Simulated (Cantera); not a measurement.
A Cantera script and its output.

```python
import numpy as np
import cantera as ct

gas = ct.Solution("gri30.yaml")
gas.TPX = 400, 101325, {'CH3OH': 1, 'O2': 1.36, 'N2': 5.13}
flame = ct.FreeFlame(gas, width=0.04)
flame.set_refine_criteria(ratio=3, slope=0.08, curve=0.16)
flame.transport_model = "mixture-averaged"
flame.solve(loglevel=0, auto=True)
z, T = flame.grid, flame.T
thick = (T[-1] - T[0]) / np.gradient(T, z).max()
show = ['CH3OH', 'O2', 'CO2', 'H2O2', 'H', 'OH']
print(f"laminar burning velocity  {flame.velocity[0] * 100:.3f} cm/s")
print(f"burnt temperature         {T[-1]:.1f} K")
print(f"thermal thickness         {thick * 1e3:.4f} mm")
print(f"grid points               {len(z)}")
z0 = z[flame.heat_release_rate.argmax()]
print(f"{'z/mm':>9s}{'T/K':>9s}{'u/(m/s)':>9s}" + "".join(f"{s:>11s}" for s in show))
rows = []
for k in (-3, -2, -1.5, -1, -0.5, -0.25, 0, 0.25, 0.5, 1, 2, 4, 8):
    zz = z0 + k * thick
    rows.append([k * thick, np.interp(zz, z, T), np.interp(zz, z, flame.velocity),
                 *(np.interp(zz, z, flame.X[gas.species_index(s)]) for s in show)])
    print(f"{rows[-1][0] * 1e3:9.3f}{rows[-1][1]:9.1f}{rows[-1][2]:9.3f}" + "".join(f"{x:11.3e}" for x in rows[-1][3:]))
```

It prints:

```
laminar burning velocity  75.284 cm/s
burnt temperature         2271.1 K
thermal thickness         0.2804 mm
grid points               127
     z/mm      T/K  u/(m/s)      CH3OH         O2        CO2       H2O2          H         OH
   -0.841    400.1    0.754  1.333e-01  1.813e-01  1.795e-07  2.349e-07  7.796e-18  2.507e-17
   -0.561    402.1    0.760  1.328e-01  1.805e-01  5.002e-06  4.217e-06  5.057e-15  1.183e-14
   -0.421    409.8    0.778  1.320e-01  1.792e-01  3.090e-05  1.985e-05  2.847e-13  2.619e-13
   -0.280    466.0    0.896  1.281e-01  1.734e-01  3.446e-04  1.403e-04  2.409e-10  2.895e-11
   -0.140    831.2    1.657  9.786e-02  1.414e-01  4.493e-03  9.616e-04  1.201e-06  3.501e-07
   -0.070   1230.7    2.535  5.463e-02  1.044e-01  1.176e-02  1.528e-03  7.788e-05  5.291e-05
    0.000   1648.5    3.508  7.776e-03  6.340e-02  2.455e-02  1.744e-04  2.041e-03  1.541e-03
    0.070   1791.1    3.827  7.579e-05  3.866e-02  4.025e-02  8.065e-07  7.479e-03  5.155e-03
    0.140   1840.6    3.914  2.074e-07  2.584e-02  5.407e-02  5.124e-07  1.051e-02  7.656e-03
    0.280   1906.6    4.021  1.577e-10  1.720e-02  7.026e-02  4.214e-07  1.127e-02  9.010e-03
    0.561   1984.9    4.156  3.200e-14  1.297e-02  7.993e-02  2.992e-07  9.364e-03  8.989e-03
    1.121   2068.5    4.309  4.943e-16  9.819e-03  8.377e-02  2.037e-07  6.474e-03  8.194e-03
    2.243   2144.8    4.446  2.984e-16  6.839e-03  8.709e-02  1.376e-07  4.074e-03  6.884e-03
```

Model: GRI-Mech 3.0 (53 species, 325 reactions), integrated in Cantera. GRI-Mech 3.0 was tuned for natural gas; its chemistry of methanol as a main component is partial and can be far from experiment. Burning velocities carry a grid error of a few per cent, more on coarse grids.
